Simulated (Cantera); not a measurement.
Adiabatic ignition

An adiabatic, constant-pressure homogeneous reactor starts with H2 : O2 : N2 = 1 : 1.56 : 12.3 (molar parts), equivalence ratio 0.32, at 1498 K and 495 Torr.

Computed with Cantera and the H2/O2 subset of GRI-Mech 3.0, which has no nitrogen chemistry.

```
t (s)     T (K)      x H2    x O2      x OH    x HO2   x H2O2     x H2O       x H
--------  -----  --------  ------  --------  -------  -------  --------  --------
8.00e-6    1498    0.0673   0.105   2.31e-7  2.45e-7  1.64e-9   8.00e-7   7.52e-7
2.77e-5    1498    0.0659   0.104  0.000221  1.06e-5  7.39e-8  0.000971  0.000690
9.61e-5    1665   0.00524  0.0691   0.00678  1.08e-5  4.70e-7    0.0524    0.0140
0.000333   1850   0.00255  0.0704   0.00626  5.85e-6  1.66e-7    0.0616   0.00348
0.00115    1943  0.000588  0.0725   0.00342  1.90e-6  6.05e-8    0.0670  0.000333
0.00400    1966  0.000106  0.0733   0.00151  8.68e-7  2.75e-8    0.0687   2.49e-5
0.0139     1968   7.10e-5  0.0734   0.00124  8.44e-7  2.53e-8    0.0689   1.36e-5
0.0480     1968   7.09e-5  0.0734   0.00124  8.44e-7  2.53e-8    0.0689   1.36e-5
0.167      1968   7.09e-5  0.0734   0.00124  8.44e-7  2.53e-8    0.0689   1.36e-5
0.577      1968   7.09e-5  0.0734   0.00124  8.44e-7  2.53e-8    0.0689   1.36e-5
2.00       1968   7.09e-5  0.0734   0.00124  8.44e-7  2.53e-8    0.0689   1.36e-5
```
x: mole fraction; the columns are a selection and need not sum to one.

time of steepest temperature rise: 43.3 µs
temperature at 2.00 s: 1968 K
equilibrium temperature: 1968 K
x(H2) at 2.00 s: 7.09e-5 (gas-phase equilibrium 7.09e-5)
x(O2) at 2.00 s: 0.0734 (gas-phase equilibrium 0.0734)
x(OH) at 2.00 s: 0.00124 (gas-phase equilibrium 0.00124)
